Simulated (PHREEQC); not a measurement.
# Copper plating or etch bath

Make-up at 20 °C: 0.28 mol/kgw Cu(NO3)2, 9.5e-05 mol/kgw H2SO4 and 0.061 mol/kgw NaCl. Closed to the air; pH follows from the charge balance.

The numbers come from PHREEQC with the ion-association model, phreeqc.dat.

No solid was allowed to form.

**Question.** Predict the pH, activity of water.

**Answer.** pH 3.79; activity of water 0.984.

**Question.** In which forms is Cl present?

**Answer.** Cl- 89 %, CuCl+ 11 % of the Cl.

Ionic strength above about 0.7 mol/kgw puts this run outside the model's range.
